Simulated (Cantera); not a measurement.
Gas mixture: 21.6 % N2, 34.7 % H2O, 43.7 % C2H4, at 0.0326 atm, frozen composition.

Cantera's kinetic-theory transport with the Lennard-Jones parameters of GRI-Mech 3.0, ideal gas; thermal conductivity in the mixture-averaged form. Polar gases are described roughly by these parameters. The composition is frozen, though it would react at the higher temperatures.

One state of this run: ρ (kg/m³) = 0.0122; cp (J/kg/K) = 2316; μ (µPa s) = 27.9; λ (mW/m/K) = 83.1; Pr = 0.778; D (cm²/s) OH = 50.9; D (cm²/s) NH3 = 37.2; D (cm²/s) CH4 = 36.1. D: mixture-averaged diffusion coefficient of that species in the mixture.

Task: Which value of T (K) does it belong to?
(A) 600
(B) 800
(C) 900
(D) 700

Result: B, 800
